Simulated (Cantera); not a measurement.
A Cantera script and what it prints.

```python
import numpy as np
import cantera as ct

gas_names = """
    F F2 FS2F,fluorodisu S SF SF2 SF3 SF4 SF5 SF6 S2 S2F2,thiothiony S8 Si SiF SiF2 SiF3 SiF4 SiS Si2
    Si3
""".split()
cond_names = """
    S(cr1) S(cr2) S(L) Si(cr) Si(L)
""".split()


# ... load() reads the species with a 1 bar reference pressure and builds the phases ...
atoms = {
    'Si': {'Si': 1},
    'F2': {'F': 2},
    'SF6': {'S': 1, 'F': 6},
}
top_T = {}  # K; cautious upper limits of use, not melting points


# ... equilibrate(T, P, feed) seeds the gas with the atoms and calls Mixture.equilibrate('TP', solver="vcs", rtol=1e-11, max_steps=5000) ...
results = []
T = 1523  # K
P = 100000  # Pa
for m in [0.83, 1, 1.2, 1.5, 1.9, 2.3, 2.9, 3.5, 4.3, 5.3]:
    feed = {'Si': 1, 'F2': m, 'SF6': 4.2}  # mol
    mix = equilibrate(T, P, feed)
    results.append((T, P, feed, dict(zip(mix.species_names, mix.species_moles))))
    x = sorted(zip(gas.X, gas.species_names), reverse=True)
    print(f"T = {T:g} K  P = {P:g} Pa  n(F2) = {m:g} mol  gas = {mix.phase_moles(0):.4g} mol")
    print("   x: " + "  ".join(f"{s} {v:.3e}" for v, s in x if v > 0.001))
    print("   condensed (mol): " + ("  ".join(f"{mix.phase(i).name} {mix.phase_moles(i):.4g}"
          for i in range(1, mix.n_phases) if mix.phase_moles(i) > 1e-12) or "none"))
```

It prints:

```
T = 1523 K  P = 100000 Pa  n(F2) = 0.83 mol  gas = 5.314 mol
   x: SF6 5.592e-01  SF4 2.282e-01  SiF4 1.882e-01  F 2.138e-02  SF5 1.785e-03  SF3 1.169e-03
   condensed (mol): none
T = 1523 K  P = 100000 Pa  n(F2) = 1 mol  gas = 5.326 mol
   x: SF6 5.886e-01  SF4 1.973e-01  SiF4 1.878e-01  F 2.359e-02  SF5 1.703e-03
   condensed (mol): none
T = 1523 K  P = 100000 Pa  n(F2) = 1.2 mol  gas = 5.344 mol
   x: SF6 6.223e-01  SiF4 1.871e-01  SF4 1.614e-01  F 2.682e-02  SF5 1.584e-03
   condensed (mol): none
T = 1523 K  P = 100000 Pa  n(F2) = 1.5 mol  gas = 5.383 mol
   x: SF6 6.698e-01  SiF4 1.858e-01  SF4 1.087e-01  F 3.390e-02  SF5 1.349e-03
   condensed (mol): none
T = 1523 K  P = 100000 Pa  n(F2) = 1.9 mol  gas = 5.501 mol
   x: SF6 7.173e-01  SiF4 1.818e-01  F 5.445e-02  SF4 4.514e-02
   condensed (mol): none
T = 1523 K  P = 100000 Pa  n(F2) = 2.3 mol  gas = 5.905 mol
   x: SF6 7.014e-01  SiF4 1.694e-01  F 1.178e-01  SF4 9.422e-03  F2 1.526e-03
   condensed (mol): none
T = 1523 K  P = 100000 Pa  n(F2) = 2.9 mol  gas = 6.979 mol
   x: SF6 5.998e-01  F 2.482e-01  SiF4 1.433e-01  F2 6.768e-03  SF4 1.817e-03
   condensed (mol): none
T = 1523 K  P = 100000 Pa  n(F2) = 3.5 mol  gas = 8.108 mol
   x: SF6 5.171e-01  F 3.455e-01  SiF4 1.233e-01  F2 1.312e-02
   condensed (mol): none
T = 1523 K  P = 100000 Pa  n(F2) = 4.3 mol  gas = 9.607 mol
   x: F 4.377e-01  SF6 4.367e-01  SiF4 1.041e-01  F2 2.105e-02
   condensed (mol): none
T = 1523 K  P = 100000 Pa  n(F2) = 5.3 mol  gas = 11.47 mol
   x: F 5.172e-01  SF6 3.659e-01  SiF4 8.719e-02  F2 2.940e-02
   condensed (mol): none
```

Cantera equilibrium calculation (NASA polynomials, part measured and part estimated; ideal gas, pure solids and liquids). The tables' values for SF5, SF3 are old estimates; treat these amounts as uncertain.
